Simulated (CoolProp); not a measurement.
Ammonia at 475.35 K and 0.271 MPa is throttled through a valve to 0.123 MPa with no heat exchange. Each further row changes one setting.

Values from CoolProp's reference Helmholtz-energy equation of state, Gao 2020.

| case | temperature change (K) | final density (kg/m³) |
|---|---|---|
| as stated | -1.0 | ___ |
| outlet pressure 0.0369 MPa | ___ | 0.160 |
| outlet pressure 0.16 MPa | ___ | ___ |

### Question
Complete the blanks.

### Answer

- as stated, final density (kg/m³): 0.532
- outlet pressure 0.0369 MPa, temperature change (K): -1.5
- outlet pressure 0.16 MPa, temperature change (K): -0.7
- outlet pressure 0.16 MPa, final density (kg/m³): 0.693
